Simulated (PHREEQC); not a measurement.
1.1 g of hydrous ferric oxide (600 m²/g; 0.2 weak and 0.005 strong sites per Fe, Dzombak-Morel constants, diffuse double layer) in 1 kg of water with 0.01 mol/kgw of an inert sodium salt and 3.9e-06 mol/kgw NaH2PO4 and 2.7e-06 mol/kgw H3BO3, at 25 °C; the pH is set by adding NaOH or the inert anion's acid. O2 is buffered at 0.21 atm. CO2 from the air is kept out. No solid was allowed to form.

Base run: PHREEQC, ion-association model, wateq4f.dat. Each further column changes one thing. The table gives B sorbed (%).

```json
[
 {"pH": "4", "base": "0.4", "no electrostatic term (-no_edl)": "0.0", "background salt from 0.01 to 0.001 mol/kgw": "0.6", "oxide from 1.1 to 5.5 g/kgw": "1.8", "0.0003 mol/kgw ZnSO4 added": "0.2"},
 {"pH": "4.5", "base": "0.5", "no electrostatic term (-no_edl)": "0.0", "background salt from 0.01 to 0.001 mol/kgw": "0.7", "oxide from 1.1 to 5.5 g/kgw": "2.6", "0.0003 mol/kgw ZnSO4 added": "0.4"},
 {"pH": "5", "base": "0.7", "no electrostatic term (-no_edl)": "0.0", "background salt from 0.01 to 0.001 mol/kgw": "0.7", "oxide from 1.1 to 5.5 g/kgw": "3.1", "0.0003 mol/kgw ZnSO4 added": "0.4"},
 {"pH": "5.5", "base": "0.7", "no electrostatic term (-no_edl)": "0.0", "background salt from 0.01 to 0.001 mol/kgw": "0.8", "oxide from 1.1 to 5.5 g/kgw": "3.5", "0.0003 mol/kgw ZnSO4 added": "0.5"},
 {"pH": "6", "base": "0.8", "no electrostatic term (-no_edl)": "0.1", "background salt from 0.01 to 0.001 mol/kgw": "0.8", "oxide from 1.1 to 5.5 g/kgw": "3.7", "0.0003 mol/kgw ZnSO4 added": "0.6"},
 {"pH": "6.5", "base": "0.8", "no electrostatic term (-no_edl)": "0.1", "background salt from 0.01 to 0.001 mol/kgw": "0.8", "oxide from 1.1 to 5.5 g/kgw": "3.8", "0.0003 mol/kgw ZnSO4 added": "0.6"},
 {"pH": "7.5", "base": "0.8", "no electrostatic term (-no_edl)": "0.6", "background salt from 0.01 to 0.001 mol/kgw": "0.8", "oxide from 1.1 to 5.5 g/kgw": "3.7", "0.0003 mol/kgw ZnSO4 added": "0.7"},
 {"pH": "8", "base": "0.7", "no electrostatic term (-no_edl)": "0.7", "background salt from 0.01 to 0.001 mol/kgw": "0.7", "oxide from 1.1 to 5.5 g/kgw": "3.6", "0.0003 mol/kgw ZnSO4 added": "0.6"},
 {"pH": "8.5", "base": "0.7", "no electrostatic term (-no_edl)": "0.6", "background salt from 0.01 to 0.001 mol/kgw": "0.7", "oxide from 1.1 to 5.5 g/kgw": "3.2", "0.0003 mol/kgw ZnSO4 added": "0.6"},
 {"pH": "9", "base": "0.5", "no electrostatic term (-no_edl)": "0.3", "background salt from 0.01 to 0.001 mol/kgw": "0.5", "oxide from 1.1 to 5.5 g/kgw": "2.4", "0.0003 mol/kgw ZnSO4 added": "0.4"},
 {"pH": "9.5", "base": "0.3", "no electrostatic term (-no_edl)": "0.1", "background salt from 0.01 to 0.001 mol/kgw": "0.3", "oxide from 1.1 to 5.5 g/kgw": "1.3", "0.0003 mol/kgw ZnSO4 added": "0.2"},
 {"pH": "10", "base": "0.1", "no electrostatic term (-no_edl)": "0.0", "background salt from 0.01 to 0.001 mol/kgw": "0.1", "oxide from 1.1 to 5.5 g/kgw": "0.5", "0.0003 mol/kgw ZnSO4 added": "0.1"}
]
```

H3PO4, which wateq4f.dat lacks, is added to it with the constant of phreeqc.dat. The database has no phosphate complexes of Zn.
